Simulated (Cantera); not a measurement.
Feed: 1 mol SiHCl₃, 380 mol H₂, held at 0.00990 bar.

Equilibrium computed with Cantera from the NASA thermochemical tables; the gas is ideal and each condensed phase is pure. Candidate condensed phases: Si; 19 gas species. The tables' values for SiCl₃, SiCl are old estimates; treat these amounts as uncertain. Gases not in the tables: Si₂H₆ and higher silanes. Kinetics and transport are ignored.

log p: log10 of the partial pressure in bar; n: condensed amount in mol.

```json
[
 {"T (K)": "925", "log p H₂": "-2.01", "log p HCl": "-4.31", "log p H": "-10.59", "log p SiCl₄": "-5.36", "log p SiHCl₃": "-5.50", "log p SiCl₂": "-6.45", "log p Si": "<-14", "n Si(s)": "0.678", "n Si(l)": "0"},
 {"T (K)": "1025", "log p H₂": "-2.01", "log p HCl": "-4.15", "log p H": "-9.36", "log p SiCl₄": "-6.27", "log p SiHCl₃": "-6.19", "log p SiCl₂": "-6.04", "log p Si": "<-14", "n Si(s)": "0.909", "n Si(l)": "0"},
 {"T (K)": "1125", "log p H₂": "-2.01", "log p HCl": "-4.13", "log p H": "-8.36", "log p SiCl₄": "-7.45", "log p SiHCl₃": "-7.09", "log p SiCl₂": "-5.92", "log p Si": "-13.15", "n Si(s)": "0.946", "n Si(l)": "0"},
 {"T (K)": "1225", "log p H₂": "-2.01", "log p HCl": "-4.13", "log p H": "-7.51", "log p SiCl₄": "-8.51", "log p SiHCl₃": "-7.90", "log p SiCl₂": "-5.86", "log p Si": "-11.46", "n Si(s)": "0.945", "n Si(l)": "0"},
 {"T (K)": "1325", "log p H₂": "-2.01", "log p HCl": "-4.13", "log p H": "(withheld)", "log p SiCl₄": "(withheld)", "log p SiHCl₃": "(withheld)", "log p SiCl₂": "-5.81", "log p Si": "(withheld)", "n Si(s)": "0.939", "n Si(l)": "0"},
 {"T (K)": "1425", "log p H₂": "-2.01", "log p HCl": "-4.13", "log p H": "-6.17", "log p SiCl₄": "-10.19", "log p SiHCl₃": "-9.18", "log p SiCl₂": "-5.77", "log p Si": "-8.79", "n Si(s)": "0.934", "n Si(l)": "0"},
 {"T (K)": "1525", "log p H₂": "-2.01", "log p HCl": "-4.13", "log p H": "-5.63", "log p SiCl₄": "-10.86", "log p SiHCl₃": "-9.69", "log p SiCl₂": "-5.74", "log p Si": "-7.72", "n Si(s)": "0.927", "n Si(l)": "0"},
 {"T (K)": "1625", "log p H₂": "-2.01", "log p HCl": "-4.13", "log p H": "(withheld)", "log p SiCl₄": "(withheld)", "log p SiHCl₃": "(withheld)", "log p SiCl₂": "-5.71", "log p Si": "(withheld)", "n Si(s)": "0.914", "n Si(l)": "0"},
 {"T (K)": "1725", "log p H₂": "-2.01", "log p HCl": "-4.13", "log p H": "-4.74", "log p SiCl₄": "-12.00", "log p SiHCl₃": "-10.56", "log p SiCl₂": "-5.72", "log p Si": "-5.99", "n Si(s)": "0", "n Si(l)": "0.870"}
]
```

Q: Fill in the missing entries.

A: 
- 1325, log p H: -6.79
- 1325, log p SiCl₄: -9.42
- 1325, log p SiHCl₃: -8.59
- 1325, log p Si: -10.03
- 1625, log p H: -5.16
- 1625, log p SiCl₄: -11.45
- 1625, log p SiHCl₃: -10.14
- 1625, log p Si: -6.79
